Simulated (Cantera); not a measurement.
Input (Python, Cantera):

```python
import numpy as np
import cantera as ct

gas = ct.Solution("gri30.yaml")


def delay(T, t_max=10):
    gas.TPX = T, 1300000, {'CH4': 1, 'H2': 0.11, 'O2': 1.71, 'N2': 6.44}
    reactor = ct.IdealGasConstPressureReactor(gas, clone=False)
    net = ct.ReactorNet([reactor])
    net.rtol, net.atol = 1e-8, 1e-16
    while net.time < t_max:
        t_old, T_old = net.time, reactor.T
        net.step()
        if reactor.T > T + 400:  # ignition: a rise of 400 K
            return t_old + (T + 400 - T_old) / (reactor.T - T_old) * (net.time - t_old)
    return np.nan


taus = []
for T in [850, 925, 1000, 1075, 1150, 1225, 1300]:
    taus.append(delay(T))
    print(f"T0 = {T:6g} K   tau = {taus[-1]:.4e} s")
```

Result:

```
T0 =    850 K   tau = 5.9391e-01 s
T0 =    925 K   tau = 7.3854e-02 s
T0 =   1000 K   tau = 1.4263e-02 s
T0 =   1075 K   tau = 4.2219e-03 s
T0 =   1150 K   tau = 1.7946e-03 s
T0 =   1225 K   tau = 9.1608e-04 s
T0 =   1300 K   tau = 4.9310e-04 s
```

Computed with Cantera and GRI-Mech 3.0 (53 species, 325 reactions). The pressure lies above the range GRI-Mech 3.0 was tuned for (to about 10 atm). Below about 1000 K GRI-Mech 3.0 lacks low-temperature oxidation paths. Below about 950 K walls govern HO2 and H2O2 in real vessels.
